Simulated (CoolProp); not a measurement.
Vapour-liquid equilibrium of CH2F2 (R32) (1) + R236EA (2) at 0.702 MPa; x and y are mole fractions of (1).

Computed with CoolProp (multi-fluid Helmholtz-energy mixture model, Tillner-Roth 1997 and Rui 2013; pair parameters Bell 2016).

Task: Give the bubble temperature and the first vapour's composition at x = 0.125, 0.2, 0.725. Is there an azeotrope?

Result: x = 0.125: 50.7 °C, y = 0.378; x = 0.2: 42.6 °C, y = 0.538; x = 0.725: 6.0 °C, y = 0.951. No azeotrope shows between x = 0.05 and 0.95.

Pair parameters are fitted to limited data, so mixtures are less certain than the pure fluids.
